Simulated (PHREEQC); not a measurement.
Consider water at 20 °C with 0.039 mol NH4HS, 0.17 mol NaCl and 0.0075 mol FeCl2 per kg of water. Closed to the air; pH follows from the charge balance.

Computed with PHREEQC (ion-association model, wateq4f.dat).

| quantity | before | after |
|---|---|---|
| pH | 8.02 | 8.16 |
| ionic strength (mol/kgw) | 0.208 | 0.207 |
| NH4+ (mol/kgw) | 0.0378 | 0.0374 |
| NH3 (mol/kgw) | 0.00118 | 0.00159 |

**Question.** Name the change that produced these shifts.
A) FeCl2 from 0.0075 to 0.0015 mol/kgw
B) NH4HS replaced by (NH4)2SO4 at the same molality
C) diluted 2-fold with water
D) NaCl left out

**Answer.** A, FeCl2 from 0.0075 to 0.0015 mol/kgw

This is a speciation only: nothing precipitates in the calculation. Some of these states are supersaturated (in Mackinawite, FeS(ppt), for instance).
